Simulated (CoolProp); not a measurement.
Vapour-liquid equilibrium of methanol (1) + toluene (2) at 400.5 K; x and y are mole fractions of (1).

The numbers come from the multi-fluid Helmholtz-energy mixture model, de Reuck 1993 and Lemmon 2006; pair parameters Bell 2016 in CoolProp.

### Question
Give the bubble pressure and the first vapour's composition at x = 0.125, 0.35, 0.725. Is there an azeotrope?

### Answer
x = 0.125: 0.4370 MPa, y = 0.636; x = 0.35: 0.6015 MPa, y = 0.751; x = 0.725: 0.7104 MPa, y = 0.844. No azeotrope shows between x = 0.05 and 0.95.

The pair parameters rest on a limited set of measurements; away from them the model extrapolates. With so large a gap from Raoult's law the liquid may split in two, which this calculation doesn't test in full.
